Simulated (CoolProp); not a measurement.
A Linde-Hampson liquefier for CF4 (R14): isothermal reversible compression at 300 K from 1 atm to 10 MPa, throttling to 1 atm, return gas leaving the recuperator 0 K below the feed. Each further row changes one setting.

Model: reference Helmholtz-energy equation of state, Platzer 1990, in CoolProp. This equation is an older, rougher fit; its heat capacities, sound speeds and derivatives of the liquid may be far off and weren't checked against measurements.

```json
[
 {"case": "as stated", "liquid yield per pass": "0.185", "compression work (kJ/kg of gas)": "121"},
 {"case": "high pressure 20 MPa", "liquid yield per pass": "0.274", "compression work (kJ/kg of gas)": "135"},
 {"case": "warm-end temperature 330 K", "liquid yield per pass": "0.129", "compression work (kJ/kg of gas)": "136"},
 {"case": "warm-end gap 5 K", "liquid yield per pass": "0.172", "compression work (kJ/kg of gas)": "121"}
]
```
